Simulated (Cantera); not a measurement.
Cantera run:

```python
import numpy as np
import cantera as ct

gas_names = [...]  # 136 gases of nasa_gas.yaml made of C, H, N, O
cond_names = """
    C(gr) C6H6(L) C7H8(L) C8H18(L),n-octa H2O(s) H2O(L)
""".split()


# ... load() reads the species with a 1 bar reference pressure and builds the phases ...
atoms = {
    'toluene': {'C': 7, 'H': 8},
    'H2O': {'H': 2, 'O': 1},
    'H2': {'H': 2},
    'NH3': {'N': 1, 'H': 3},
}
top_T = {'C(gr)': 4500}  # K; cautious upper limits of use, not melting points


# ... equilibrate(T, P, feed) seeds the gas with the atoms and calls Mixture.equilibrate('TP', solver="vcs", rtol=1e-11, max_steps=5000) ...
results = []
feed = {'toluene': 1, 'H2O': 0.69, 'H2': 3.4, 'NH3': 0.0038}  # mol
P = 10000  # Pa
for T in [873, 923, 973, 1023, 1073, 1123, 1173, 1223, 1273]:
    mix = equilibrate(T, P, feed)
    results.append((T, P, feed, dict(zip(mix.species_names, mix.species_moles))))

top = {s: max(r[3][s] / sum(r[3][g] for g in gas_names) for r in results) for s in gas_names}
cols = sorted((s for s in top if top[s] > 0.001), key=lambda s: -top[s])[:7]
seen = [c for c in cond_names if any(r[3].get(c, 0) > 1e-12 for r in results)]
print("log10 of partial pressures in bar; condensed amounts in mol")
print(f"{'T/K':>10s}" + "".join(f"{s[:9]:>10s}" for s in cols + seen))
for T, P, feed, n in results:
    ng = sum(n[g] for g in gas_names)
    print(f"{T:10.4g}" + "".join(f"{np.log10(max(n[s] / ng * P / 1e5, 1e-99)):10.3f}" for s in cols)
          + "".join(f"{n.get(c, 0):10.4g}" for c in seen))
```

It prints:

```
log10 of partial pressures in bar; condensed amounts in mol
       T/K        H2        CO       CH4       H2O       CO2     C(gr)
       873    -1.053    -2.257    -2.454    -2.681    -3.458      6.22
       923    -1.045    -2.165    -2.723    -3.021    -3.831     6.243
       973    -1.041    -2.128    -2.973    -3.376    -4.255     6.259
      1023    -1.039    -2.114    -3.202    -3.716    -4.675     6.274
      1073    -1.038    -2.109    -3.413    -4.033    -5.069     6.285
      1123    -1.037    -2.107    -3.606    -4.324    -5.433     6.293
      1173    -1.036    -2.106    -3.784    -4.592    -5.766     6.298
      1223    -1.036    -2.105    -3.948    -4.839    -6.072     6.301
      1273    -1.036    -2.105    -4.099    -5.066    -6.354     6.304
```

These are equilibrium values from Cantera (NASA tables, ideal gas, pure condensed phases), not measurements of a reactor.
